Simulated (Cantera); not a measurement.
An adiabatic, constant-pressure homogeneous reactor starts with CH4 : CO : O2 : N2 = 1 : 1.4 : 2.81 : 10.6 (molar parts), equivalence ratio 0.96, at 1698 K and 750 Torr. Integrator tolerance rtol = 1e-08.

Model: GRI-Mech 3.0 (53 species, 325 reactions), integrated in Cantera.

Task: What does this change do: 0.68 parts CO2 added?

Result: 
```tsv
quantity	before	after
time of steepest temperature rise	0.213 ms	0.223 ms
temperature at 9.00 s	2789 K	2731 K
equilibrium temperature	2789 K	2731 K
x(CH4) at 9.00 s	<1e-12 (gas-phase equilibrium <1e-12)	<1e-12 (gas-phase equilibrium <1e-12)
x(CO) at 9.00 s	0.0672 (gas-phase equilibrium 0.0672)	0.0706 (gas-phase equilibrium 0.0706)
x(O2) at 9.00 s	0.0322 (gas-phase equilibrium 0.0322)	0.0337 (gas-phase equilibrium 0.0337)
x(HCN) at 9.00 s	1.42e-9 (gas-phase equilibrium 1.42e-9)	9.99e-10 (gas-phase equilibrium 9.99e-10)
x(CH2CO) at 9.00 s	<1e-12 (gas-phase equilibrium <1e-12)	<1e-12 (gas-phase equilibrium <1e-12)
x(H2O) at 9.00 s	0.0990 (gas-phase equilibrium 0.0990)	0.0991 (gas-phase equilibrium 0.0991)
```
